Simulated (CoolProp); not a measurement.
Vapour-liquid equilibrium of CHF3 (R23) (1) + R143a (2) at 0.0174 MPa; x and y are mole fractions of (1).

Values from CoolProp's multi-fluid Helmholtz-energy mixture model, Penoncello 2003 and Lemmon and Jacobsen 2000; pair parameters Bell 2016.

```
x     bubble temperature, mixture model (°C)  bubble temperature, Raoult's law (°C)  y, mixture model  y, Raoult's law
----  --------------------------------------  -------------------------------------  ----------------  ---------------
0.05                                   -81.9                                  -82.6             0.245            0.282
0.15                                   -87.8                                  -88.6             0.563            0.587
0.25                                   -92.6                                  -92.9             0.737            0.740
0.35                                   -96.4                                  -96.3             0.834            0.828
0.45                                   -99.3                                  -98.9             0.892            0.884
0.55                                  -101.5                                 -101.1             0.927            0.922
0.65                                  -103.3                                 -102.9             0.951            0.949
0.75                                  -104.8                                 -104.5             0.969            0.968
0.85                                  -106.1                                 -105.9             0.982            0.983
0.95                                  -107.2                                 -107.2             0.994            0.995
```

The largest gap from Raoult's law is +0.8 K in bubble temperature, at x = 0.15. No azeotrope shows between x = 0.05 and 0.95.

Pair parameters are fitted to limited data, so mixtures are less certain than the pure fluids. The gap from Raoult's law changes sign with composition, which may be real or a fault of the pair parameters; it wasn't checked against measurements.
